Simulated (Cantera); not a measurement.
An adiabatic, constant-volume homogeneous reactor starts with CH₄ : C₂H₆ : O₂ : N₂ = 1 : 0.031 : 2.42 : 9.11 (molar parts), equivalence ratio 0.87, at 1700 K and 760 Torr. Integrator tolerance rtol = 1e-08.

Model: GRI-Mech 3.0 (53 species, 325 reactions), integrated in Cantera.

Q: What does this change do: constant pressure in place of constant volume?

A: 
```tsv
quantity	before	after
time of steepest temperature rise	93.2 µs	0.101 ms
temperature at 0.600 s	2912 K	2768 K
equilibrium temperature	2912 K	2768 K
x(CH₄) at 0.600 s	<1e-12 (gas-phase equilibrium <1e-12)	<1e-12 (gas-phase equilibrium <1e-12)
x(C₂H₆) at 0.600 s	<1e-12 (gas-phase equilibrium <1e-12)	<1e-12 (gas-phase equilibrium <1e-12)
x(O₂) at 0.600 s	0.0340 (gas-phase equilibrium 0.0340)	0.0333 (gas-phase equilibrium 0.0333)
x(NO) at 0.600 s	0.0160 (gas-phase equilibrium 0.0160)	0.0131 (gas-phase equilibrium 0.0131)
x(NO₂) at 0.600 s	5.37e-6 (gas-phase equilibrium 5.37e-6)	3.64e-6 (gas-phase equilibrium 3.64e-6)
x(H₂) at 0.600 s	0.0164 (gas-phase equilibrium 0.0164)	0.0137 (gas-phase equilibrium 0.0137)
x(HO₂) at 0.600 s	1.18e-5 (gas-phase equilibrium 1.18e-5)	7.73e-6 (gas-phase equilibrium 7.73e-6)
```
